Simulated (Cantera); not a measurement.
A closed system holds: 1 mol Si, 0.035 mol CO2, 10 mol N2, equilibrated at 2075 K and 1330 Pa.

Cantera equilibrium calculation (NASA polynomials, part measured and part estimated; ideal gas, pure solids and liquids). Mutual solubility and eutectic melting of coexisting phases are not modelled. The tables' values for SiN are old estimates; treat these amounts as uncertain. Kinetics and transport are ignored.

| species | before | after |
|---|---|---|
| N2 | 0.985 | 0.992 |
| SiO | 0.00470 | 0.00371 |
| CO | 0.00219 | 0.00371 |
| Si | 0.00764 | 5.65e-5 |
| Si3 | 1.95e-5 | 4.56e-8 |
| Si2 | 9.42e-5 | 3.92e-7 |
| Si2C | 0.000284 | 1.42e-6 |
| Si2N | 0.000235 | 8.57e-6 |
| SiN | 0.000192 | 1.24e-5 |
| Si(l), mol | 0.850 | 0 |
| SiC(s), mol | 0.00981 | 0 |
| Si3N4(s), mol | 0 | 0.321 |
Gas species are given as mole fractions.

**Question.** What was changed between the two runs?
(A) Si replaced by SiC
(B) pressure from 1330 Pa to 410000 Pa
(C) pressure from 1330 Pa to 101000 Pa
(D) pressure from 1330 Pa to 51.0 Pa

**Answer.** C, pressure from 1330 Pa to 101000 Pa
